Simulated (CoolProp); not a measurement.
Saturation properties of octamethylcyclotetrasiloxane (D4).

The numbers come from the reference Helmholtz-energy equation of state, Thol 2015 in CoolProp.

```
T (°C)  p (kPa)  vapour Z  surface tension (mN/m)
------  -------  --------  ----------------------
141.15    38.26    0.9625                    9.67
149.15    48.82    0.9550                    9.13
157.25    61.74    0.9465                    8.59
165.35    77.21    0.9369                    8.06
173.45    95.56    0.9263                    7.53
181.45    116.9    0.9146                    7.01
189.55    142.0    0.9015                    6.50
197.65    171.1    0.8872                    5.99
205.75    204.7    0.8714                    5.48
213.75    242.5    0.8544                    5.00
221.85    286.1    0.8355                    4.51
229.95    335.5    0.8150                    4.03
```

It boils at 175.7 °C under 1 atm.

Surface tension comes from a separate correlation (Mulero 2014), older than this fluid's equation and unchecked against measurements.
